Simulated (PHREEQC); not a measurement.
A solution holds 0.029 mol/kgw K2CO3, 0.00036 mol/kgw H4SiO4 and 0.00016 mol/kgw KH2PO4, at 60 °C. Closed to the air; pH follows from the charge balance.

Computed with PHREEQC (ion-association model, phreeqc.dat).

Precipitation was switched off in this run.

### Question
Estimate the pH, density, specific conductance.

### Answer
pH 10.53; density 0.987 g/cm³; specific conductance 13200 µS/cm.

### Question
In which forms is P present?

### Answer
HPO4-2 87 %, PO4-3 9.8 %, KHPO4- 3.6 % of the P.

At this temperature some constants are extrapolated from 25 °C, and those without enthalpy data are left unchanged.
